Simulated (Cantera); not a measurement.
Charge: 1 mol HF, 0.097 mol SO₂, 20 mol N₂, at 2500 K and 3.00 Torr.

These are equilibrium values from Cantera (NASA tables, ideal gas, pure condensed phases), not measurements of a reactor. Equilibrium is a limit: real reactors are often held back by kinetics, nucleation or transport.

```
species    before     after
-------  --------  --------
N₂          0.939     0.945
HF         0.0430    0.0464
SO₂      0.000417   0.00231
O         0.00441  0.000748
H         0.00360  0.000517
S         0.00220  0.000381
F         0.00395  0.000888
H₂O       1.67e-5   6.54e-5
H₂        8.18e-5   5.65e-5
OH       0.000152  0.000124
```
Gas species are given as mole fractions.

Question: Name the change that produced these shifts.
A. temperature from 2500 K to 1925 K
B. pressure from 3.00 Torr to 100 Torr
C. temperature from 2500 K to 925 K
D. pressure from 3.00 Torr to 10500 Torr

Answer: B, pressure from 3.00 Torr to 100 Torr
